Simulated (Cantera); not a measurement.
**Reactions in the system Cr-H-N-O**

Source: NASA polynomial tables (part measured, part estimated), evaluated in Cantera. Values are per mole of reaction as written; species without (g) are pure solids or liquids, kept so even where they would boil at 1 bar.

3 H2O(g) + 3 O3(g) + 2 Cr2N → 2 NH3(g) + 4 CrO3(g)

| T (K) | ΔH° (kJ) | ΔS° (J/K) | ΔG° (kJ) | log10 K |
|---|---|---|---|---|
| 300 | -712.4 | 36.6 | -723.3 | 125.94 |
| 1375 | -761.0 | -31.8 | -717.3 | 27.25 |
| 1425 | -764.1 | -34.1 | -715.6 | 26.23 |
| 1475 | -767.5 | -36.4 | -713.9 | 25.28 |
| 1525 | -771.0 | -38.7 | -712.0 | 24.39 |
| 1575 | -774.8 | -41.1 | -710.0 | 23.55 |
